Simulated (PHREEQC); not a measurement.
A solution holds 0.0016 mol SrCl2, 8.2e-05 mol CO2 and 0.025 mol NaCl per kg of water, at 25 °C. Closed to the air; pH follows from the charge balance.

All values are PHREEQC results (Pitzer model, pitzer.dat), not measurements.

Task: The ionic strength comes out as 0.0298 mol/kgw. What activity coefficients do Cl-, H+, HCO3-, Sr+2, Na+ get?

Result: Cl- 0.85, H+ 0.86, HCO3- 0.94, Sr+2 0.52, Na+ 0.86. Single-ion values are on the MacInnes scale.

No solid was allowed to form. Species that the database lacks are ignored.
